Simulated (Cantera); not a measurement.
An isothermal, constant-pressure homogeneous reactor starts with 41.7 % C₂H₄, 58.3 % H₂, at 1475 K and 0.0133 bar.

Model: GRI-Mech 3.0 (53 species, 325 reactions), integrated in Cantera. GRI-Mech 3.0 was tuned for natural gas; its chemistry of ethylene as a main component is partial and can be far from experiment. GRI-Mech 3.0 stops at C3 and has no aromatics, soot or wall deposition, so with more carbon than oxygen in the feed, carbon stays in small species such as C2H2 where larger ones or solid carbon would form. Radical loss at walls, strong at low pressure, is not modelled.

Question: Predict: x(C₂H₄) at 60.0 s; x(H₂) at 60.0 s; x(CH₄) at 60.0 s; x(H) at 60.0 s; x(C₂H₂) at 60.0 s.

Answer: 
```json
{
 "x(C₂H₄) at 60.0 s": "0.000999 (gas-phase equilibrium 0.000994)",
 "x(H₂) at 60.0 s": "0.705 (gas-phase equilibrium 0.702)",
 "x(CH₄) at 60.0 s": "0.00126 (gas-phase equilibrium 0.00472)",
 "x(H) at 60.0 s": "9.56e-5 (gas-phase equilibrium 9.47e-5)",
 "x(C₂H₂) at 60.0 s": "0.293 (gas-phase equilibrium 0.292)"
}
```
